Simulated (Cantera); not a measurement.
Charge: 1 mol Si, 6.2 mol Br2, equilibrated at 625 K and 73.0 Pa.

Method: chemical equilibrium by Gibbs-energy minimisation in Cantera with the NASA 1993 tables (ideal gas, pure condensed phases). Candidate condensed phases: Br2, Si; 9 gas species. Equilibrium is a limit: real reactors are often held back by kinetics, nucleation or transport.

Base state: Br2 0.808, SiBr4 0.192, Br 0.000167 (mole fractions); condensed: gas only.

Task: What changes in the equilibrium state with this change: temperature from 625 K to 1475 K?

Result: 
| species | before | after |
|---|---|---|
| Br | 0.000167 | 0.892 |
| SiBr4 | 0.192 | 0.0556 |
| SiBr2 | <1e-9 | 0.0339 |
| Br2 | 0.808 | 0.00852 |
| SiBr3 | <1e-9 | 0.00956 |
The tables' values for SiBr3 are old estimates; treat these amounts as uncertain.
